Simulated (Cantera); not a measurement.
A closed system holds: 1 mol SiH4, 0.066 mol C2H4, 5.6 mol H2, 0.016 mol C3H8, held at 1777 °C.

These are equilibrium values from Cantera (NASA tables, ideal gas, pure condensed phases), not measurements of a reactor. Candidate condensed phases: C, C6H6, C7H8, C8H18, Si, SiC; 87 gas species. Mutual solubility and eutectic melting of coexisting phases are not modelled. Gases not in the tables: Si2H6 and higher silanes. Kinetics and transport are ignored.

Problem. At 0.0100 bar, list the 7 most abundant gas species with their mole fractions, and the condensed phases.

Solution. H2 0.969, H 0.0223, Si 0.00773, SiH 0.000460, Si2C 0.000260, SiH2 0.000136, Si2 9.01e-5. Condensed: Si(l) + SiC(s).
